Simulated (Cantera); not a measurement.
A diamond (100) surface in a fixed gas of H2 with x(CH4) = 0.0034, x(H) = 0.00041, at 1375 K, 12000 Pa; coverages are run to steady state.

Cantera simulation using the Harris–Goodwin 1993 mechanism for the reconstructed diamond (100) surface; the numbers are that mechanism's predictions, not measurements.

θ: site fractions in the mechanism's names (c6HH fully hydrogenated, c6H* and c6*H radical sites, c6** diradical, c6HM methylated).

```tsv
x(CH3)	growth (µm/h)	θ c6HH	θ c6H*	θ c6*H	θ c6**	θ c6HM
1e-06	0.00441	0.491	0.0468	0.445	0.0171	8.26e-7
2.3e-06	0.0101	0.491	0.0468	0.445	0.0171	1.90e-6
5.5e-06	0.0243	0.491	0.0468	0.445	0.0171	4.54e-6
1.3e-05	___	0.491	0.0468	0.445	0.0170	___
3e-05	0.132	0.491	0.0468	0.445	0.0170	2.48e-5
7.1e-05	0.311	0.491	0.0468	0.444	0.0169	5.85e-5
0.00017	0.736	0.491	0.0468	0.444	0.0167	0.000140
0.00039	1.65	0.490	0.0467	0.443	0.0163	0.000319
0.00091	___	0.489	0.0465	0.441	0.0155	___
```

Problem. Complete the blanks.

Solution. 
- 1.3e-05, growth (µm/h): 0.0573
- 1.3e-05, θ c6HM: 1.07e-5
- 0.00091, growth (µm/h): 3.65
- 0.00091, θ c6HM: 0.000737
